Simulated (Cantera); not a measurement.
Feed: 1 mol SiH2Cl2, 0.43 mol C2H2, 18 mol H2, held at 2298 K and 100000 Pa.

These are equilibrium values from Cantera (NASA tables, ideal gas, pure condensed phases), not measurements of a reactor. Candidate condensed phases: C, C6H6, C7H8, C8H18, Si, SiC; 109 gas species. The tables' values for SiCl, SiCl3 are old estimates; treat these amounts as uncertain. Gases not in the tables: Si2H6 and higher silanes. Kinetics and transport are ignored.

Base state: H2 0.899, HCl 0.0835, H 0.00908, SiCl2 0.00639, Cl 0.000607, Si 0.000430, C2H2 (acetylene) 0.000355, SiCl 0.000322 (mole fractions); condensed: SiC(s).

### Question
What changes in the equilibrium state with this change: pressure from 100000 Pa to 1000 Pa?

### Answer
| species | before | after |
|---|---|---|
| H2 | 0.899 | 0.804 |
| H | 0.00908 | 0.0859 |
| HCl | 0.0835 | 0.0805 |
| Si | 0.000430 | 0.0131 |
| SiC2 | 5.45e-6 | 0.00179 |
| C2H | 1.61e-7 | 1.65e-5 |
| SiC(s), mol | 0.843 | 0.552 |
| C(graphite), mol | 0 | 0.0552 |
The tables' values for SiCl are old estimates; treat these amounts as uncertain.
